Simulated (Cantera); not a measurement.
A closed system holds: 1 mol Al2O3, 30 mol H2, equilibrated at 1552 °C and 13300 Pa.

Method: chemical equilibrium by Gibbs-energy minimisation in Cantera with the NASA 1993 tables (ideal gas, pure condensed phases). Candidate condensed phases: Al, Al2O3, H2O; 19 gas species. Kinetics and transport are ignored.

Base state: H2 0.999, H 0.00121, H2O 3.61e-5, Al 1.62e-5 (mole fractions); condensed: Al2O3(s).

Q: What changes in the equilibrium state with this change: temperature from 1552 °C to 1502 °C?

A: 
| species | before | after |
|---|---|---|
| H2 | 0.999 | 0.999 |
| H | 0.00121 | 0.000792 |
| H2O | 3.61e-5 | 2.03e-5 |
| Al | 1.62e-5 | 9.19e-6 |
| Al2O3(s), mol | 1.000 | 1.000 |
